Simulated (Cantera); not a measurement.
**Transport properties of process gases**

Gas mixture: NH3 = 0.46 (molar parts), at 0.00405 atm, frozen composition.

Cantera's kinetic-theory transport with the Lennard-Jones parameters of GRI-Mech 3.0, ideal gas; thermal conductivity in the mixture-averaged form. Polar gases are described roughly by these parameters. The composition is frozen, though it would react at the higher temperatures.

```json
[
 {"T (K)": "400", "ρ (kg/m³)": "0.00210", "cp (J/kg/K)": "2269", "μ (µPa s)": "13.9", "λ (mW/m/K)": "44.3", "Pr": "0.713", "D (cm²/s) CH4": "95.6", "D (cm²/s) NH3": "0.000", "D (cm²/s) H2O": "86.7"},
 {"T (K)": "600", "ρ (kg/m³)": "0.00140", "cp (J/kg/K)": "2662", "μ (µPa s)": "20.9", "λ (mW/m/K)": "77.4", "Pr": "0.719", "D (cm²/s) CH4": "204", "D (cm²/s) NH3": "0.000", "D (cm²/s) H2O": "199"},
 {"T (K)": "800", "ρ (kg/m³)": "0.00105", "cp (J/kg/K)": "3009", "μ (µPa s)": "27.5", "λ (mW/m/K)": "115", "Pr": "0.721", "D (cm²/s) CH4": "343", "D (cm²/s) NH3": "0.000", "D (cm²/s) H2O": "353"},
 {"T (K)": "1000", "ρ (kg/m³)": "0.000840", "cp (J/kg/K)": "3319", "μ (µPa s)": "33.6", "λ (mW/m/K)": "154", "Pr": "0.725", "D (cm²/s) CH4": "507", "D (cm²/s) NH3": "0.000", "D (cm²/s) H2O": "544"},
 {"T (K)": "1200", "ρ (kg/m³)": "0.000700", "cp (J/kg/K)": "3580", "μ (µPa s)": "39.3", "λ (mW/m/K)": "194", "Pr": "0.727", "D (cm²/s) CH4": "695", "D (cm²/s) NH3": "0.000", "D (cm²/s) H2O": "769"},
 {"T (K)": "1400", "ρ (kg/m³)": "0.000600", "cp (J/kg/K)": "3802", "μ (µPa s)": "44.6", "λ (mW/m/K)": "233", "Pr": "0.728", "D (cm²/s) CH4": "906", "D (cm²/s) NH3": "0.000", "D (cm²/s) H2O": "1030"},
 {"T (K)": "1600", "ρ (kg/m³)": "0.000525", "cp (J/kg/K)": "3990", "μ (µPa s)": "49.6", "λ (mW/m/K)": "271", "Pr": "0.730", "D (cm²/s) CH4": "1140", "D (cm²/s) NH3": "0.000", "D (cm²/s) H2O": "1310"}
]
```
D: mixture-averaged diffusion coefficient of that species in the mixture.
